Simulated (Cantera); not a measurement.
**Ignition delay**

Mixture: 15.7 % CO, 1.07 % H₂, 17.5 % O₂, 65.7 % N₂, at 10.0 bar, adiabatic and at constant volume. Ignition delay is the time to a rise of 400 K.

Cantera simulation using GRI-Mech 3.0 (53 species, 325 reactions); the numbers are that mechanism's predictions, not measurements. The hydrogen kinetics of GRI-Mech 3.0 are dated; newer H2 mechanisms differ, most at raised pressure.

```
T0 (K)  delay (ms)
------  ----------
1000          6.14
1075          1.10
1150         0.232
1225        0.0606
1300        0.0253
1375        0.0152
1450        0.0109
1525       0.00866
```

```json
{
 "apparent activation energy between 1375 and 1525 K": "65 kJ/mol"
}
```
